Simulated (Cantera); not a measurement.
Input: 1 mol Cu, a varied amount of F₂, 21 mol N₂, equilibrated at 977 °C and 1.33 mbar.

Cantera equilibrium calculation (NASA polynomials, part measured and part estimated; ideal gas, pure solids and liquids). Candidate condensed phases: Cu, CuF₂; 11 gas species. Equilibrium is a limit: real reactors are often held back by kinetics, nucleation or transport.

x: gas mole fraction; nothing condenses.

| n(F₂) (mol) | x N₂ | x F | x CuF₂ | x CuF | x F₂ | x Cu |
|---|---|---|---|---|---|---|
| 0.67 | 0.955 | 9.55e-6 | 0.0154 | 0.0300 | <1e-12 | 6.81e-7 |
| 1.8 | 0.890 | 0.0678 | 0.0424 | 1.16e-5 | ___ | <1e-12 |
| 3 | 0.808 | 0.154 | 0.0385 | 4.64e-6 | ___ | <1e-12 |
| 4.1 | 0.745 | 0.220 | 0.0355 | 3.00e-6 | ___ | <1e-12 |
| 5.3 | 0.686 | 0.281 | 0.0327 | 2.16e-6 | ___ | <1e-12 |
| 6.4 | 0.640 | 0.329 | 0.0305 | 1.72e-6 | ___ | <1e-12 |
| 7.6 | 0.597 | 0.374 | 0.0284 | 1.41e-6 | ___ | <1e-12 |

Question: Complete the blanks.

Answer: 
- 1.8, x F₂: 1.19e-5
- 3, x F₂: 6.12e-5
- 4.1, x F₂: 0.000125
- 5.3, x F₂: 0.000204
- 6.4, x F₂: 0.000280
- 7.6, x F₂: 0.000363
